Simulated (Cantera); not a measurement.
Charge: 1 mol Si(CH₃)₄, 0.014 mol CH₄, 240 mol H₂, held at 1223 K and 0.975 Torr.

Method: chemical equilibrium by Gibbs-energy minimisation in Cantera with the NASA 1993 tables (ideal gas, pure condensed phases). Candidate condensed phases: C, C₆H₆, C₇H₈, C₈H₁₈, Si, SiC; 87 gas species. Equilibrium is a limit: real reactors are often held back by kinetics, nucleation or transport.

Base state: H₂ 1.000, CH₄ 1.73e-5 (mole fractions); condensed: C(graphite) + SiC(s).

Problem. What changes in the equilibrium state with this change: temperature from 1223 K to 2248 K?

Solution. 
```
species            before     after
----------------  -------  --------
H₂                  1.000     0.810
H                 8.34e-6     0.183
Si                  <1e-9   0.00323
SiC₂                <1e-9  0.000371
SiH                 <1e-9   4.24e-5
C₂H                 <1e-9   2.40e-5
C₂H₂ (acetylene)  1.57e-7   0.00268
C(graphite), mol     3.01      2.33
SiC(s), mol          1.00         0
```
